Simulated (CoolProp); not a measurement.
C2F6 (R116) at 253.58 K and 0.432 MPa flows at 0.05 m/s in a round tube of 1 mm bore and 45 µm roughness, fully developed (64/Re and Nu = 3.66 if laminar; Colebrook and Gnielinski if turbulent). Each further row changes one setting.

Model: reference Helmholtz-energy equation of state, Lemmon 2006, in CoolProp. It is a short technical equation, of lower accuracy than the large ones.

```tsv
case	Reynolds number	Darcy friction factor	pressure drop (Pa/m)	heat-transfer coefficient (W/(m² K))	mass flow (kg/h)
as stated	130	0.493	19.0	42.6	0.00436
velocity 0.1 m/s	259	0.247	38.0	42.6	0.00871
diameter 2 mm	259	0.247	4.75	21.3	0.0174
```

Viscosity comes from a separate model (Huber 2003), an estimate that may be off by 10 % or more. Thermal conductivity comes from a separate model (Huber 2003), an estimate that may be off by 10 % or more.
